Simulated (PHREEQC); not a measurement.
0.24 g of hydrous ferric oxide (600 m²/g; 0.2 weak and 0.005 strong sites per Fe, Dzombak-Morel constants, diffuse double layer) in 1 kg of water with 0.01 mol/kgw of an inert sodium salt and 0.092 mmol/kgw NaF and 0.008 mmol/kgw Na2SO4, at 25 °C; the pH is set by adding NaOH or the inert anion's acid. O2 is buffered at 0.21 atm. The system is closed to CO2. Precipitation was switched off in this run.

Computed with PHREEQC (ion-association model, wateq4f.dat).

```csv
pH,F sorbed (%),S sorbed (%),surface charge σ (C/m²)
4,90.5,99.9,0.179
4.67,83.4,99.5,0.117
5.33,68.0,?,0.072
6,44.5,81.9,0.042
6.67,21.7,34.3,0.023
7.33,7.5,4.3,0.011
8,2.0,0.3,?
8.67,0.5,0.0,?
9.33,0.1,0.0,-0.020
10,0.0,0.0,-0.041
10.67,0.0,0.0,-0.075
11.33,0.0,0.0,-0.132
12,0.0,0.0,-0.229
```

Problem. Fill in the missing entries.

Solution. 
- 5.33, S sorbed (%): 97.1
- 8, surface charge σ (C/m²): 0.001
- 8.67, surface charge σ (C/m²): -0.008
